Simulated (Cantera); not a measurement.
A Cantera script and what it prints.

```python
import numpy as np
import cantera as ct

gas_names = [...]  # 110 gases of nasa_gas.yaml made of C, H, O
cond_names = """
    C(gr) C6H6(L) C7H8(L) C8H18(L),n-octa H2O(s) H2O(L)
""".split()


# ... load() reads the species with a 1 bar reference pressure and builds the phases ...
atoms = {
    'C2H2': {'C': 2, 'H': 2},
    'CO2': {'C': 1, 'O': 2},
}
top_T = {'C(gr)': 4500}  # K; cautious upper limits of use, not melting points


# ... equilibrate(T, P, feed) seeds the gas with the atoms and calls Mixture.equilibrate('TP', solver="vcs", rtol=1e-11, max_steps=5000) ...
results = []
feed = {'C2H2': 1, 'CO2': 0.48}  # mol
T = 1573.15  # K
P = 101325  # Pa
mix = equilibrate(T, P, feed)
results.append((T, P, feed, dict(zip(mix.species_names, mix.species_moles))))
x = sorted(zip(gas.X, gas.species_names), reverse=True)
print(f"T = {T:g} K  P = {P:g} Pa  gas = {mix.phase_moles(0):.4g} mol")
print("   x: " + "  ".join(f"{s} {v:.3e}" for v, s in x if v > 1e-06))
print("   condensed (mol): " + ("  ".join(f"{mix.phase(i).name} {mix.phase_moles(i):.4g}"
      for i in range(1, mix.n_phases) if mix.phase_moles(i) > 1e-12) or "none"))
```

Result:

```
T = 1573.15 K  P = 101325 Pa  gas = 1.958 mol
   x: H2 5.094e-01  CO 4.898e-01  CH4 4.820e-04  H2O 2.626e-04  CO2 8.726e-05  H 2.888e-05  C2H2,acetylene 1.053e-05
   condensed (mol): C(gr) 1.52
```

Equilibrium computed with Cantera from the NASA thermochemical tables; the gas is ideal and each condensed phase is pure.
